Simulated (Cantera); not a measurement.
A perfectly stirred reactor is fed with C3H8 : O2 : N2 = 1 : 3.33 : 12.5 (molar parts), at 10.0 bar; it is adiabatic with a 750 K inlet, and is followed from long to short residence time, starting on the burning branch (τ in s: 0.083, 0.039, 0.019, 0.0089, 0.0042, 0.002, 0.00094, 0.00045, 0.00021, 0.0001, 4.8e-05).

Cantera simulation using GRI-Mech 3.0 (53 species, 325 reactions); the numbers are that mechanism's predictions, not measurements. GRI-Mech 3.0 was tuned for natural gas; its chemistry of propane as a main component is partial and can be far from experiment.

One state of this run: T (K) = 2300; x C3H8 = 3.90e-6; x O2 = 0.000610; x C2H6 = 3.14e-7; x H = 0.00147; x CH2 = 7.05e-6; x C2H2 = 0.000842; x HO2 = 3.70e-7. x: mole fraction; the columns are a selection and need not sum to one.

Q: Which value of τ (s) does it belong to?
A) 0.00094
B) 4.8e-5
C) 0.0042
D) 0.00021

A: A, 0.00094
